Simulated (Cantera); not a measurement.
An adiabatic, constant-pressure homogeneous reactor starts with CO : H2 : O2 : N2 = 1 : 1.1 : 3.09 : 11.6 (molar parts), equivalence ratio 0.34, at 1275 K and 20.0 bar. Integrator tolerance rtol = 1e-08.

Detailed kinetics in Cantera: GRI-Mech 3.0 (53 species, 325 reactions). The hydrogen kinetics of GRI-Mech 3.0 are dated; newer H2 mechanisms differ, most at raised pressure. The pressure lies above the range GRI-Mech 3.0 was tuned for (to about 10 atm).

Question: What does this change do: 0.15 parts H2O added?

Answer: 
```json
[
 {"quantity": "time of steepest temperature rise", "before": "25.4 µs", "after": "31.8 µs"},
 {"quantity": "temperature at 1.00 s", "before": "2172 K", "after": "2162 K"},
 {"quantity": "equilibrium temperature", "before": "2172 K", "after": "2162 K"},
 {"quantity": "x(CO) at 1.00 s", "before": "0.000200 (gas-phase equilibrium 0.000200)", "after": "0.000185 (gas-phase equilibrium 0.000185)"},
 {"quantity": "x(H2) at 1.00 s", "before": "4.20e-5 (gas-phase equilibrium 4.20e-5)", "after": "4.46e-5 (gas-phase equilibrium 4.46e-5)"},
 {"quantity": "x(O2) at 1.00 s", "before": "0.125 (gas-phase equilibrium 0.125)", "after": "0.124 (gas-phase equilibrium 0.124)"},
 {"quantity": "x(H2O) at 1.00 s", "before": "0.0690 (gas-phase equilibrium 0.0690)", "after": "0.0778 (gas-phase equilibrium 0.0778)"},
 {"quantity": "x(HO2) at 1.00 s", "before": "6.39e-6 (gas-phase equilibrium 6.39e-6)", "after": "6.50e-6 (gas-phase equilibrium 6.50e-6)"},
 {"quantity": "x(NO) at 1.00 s", "before": "0.00883 (gas-phase equilibrium 0.00883)", "after": "0.00854 (gas-phase equilibrium 0.00854)"}
]
```

Question: What does this change do: N2 11.6 to 7.9 parts?

Answer: 
```json
[
 {"quantity": "time of steepest temperature rise", "before": "25.4 µs", "after": "19.4 µs"},
 {"quantity": "temperature at 1.00 s", "before": "2172 K", "after": "2388 K"},
 {"quantity": "equilibrium temperature", "before": "2172 K", "after": "2388 K"},
 {"quantity": "x(CO) at 1.00 s", "before": "0.000200 (gas-phase equilibrium 0.000200)", "after": "0.000911 (gas-phase equilibrium 0.000911)"},
 {"quantity": "x(H2) at 1.00 s", "before": "4.20e-5 (gas-phase equilibrium 4.20e-5)", "after": "0.000168 (gas-phase equilibrium 0.000168)"},
 {"quantity": "x(O2) at 1.00 s", "before": "0.125 (gas-phase equilibrium 0.125)", "after": "0.161 (gas-phase equilibrium 0.161)"},
 {"quantity": "x(H2O) at 1.00 s", "before": "0.0690 (gas-phase equilibrium 0.0690)", "after": "0.0889 (gas-phase equilibrium 0.0889)"},
 {"quantity": "x(HO2) at 1.00 s", "before": "6.39e-6 (gas-phase equilibrium 6.39e-6)", "after": "1.72e-5 (gas-phase equilibrium 1.72e-5)"},
 {"quantity": "x(NO) at 1.00 s", "before": "0.00883 (gas-phase equilibrium 0.00883)", "after": "0.0149 (gas-phase equilibrium 0.0149)"}
]
```
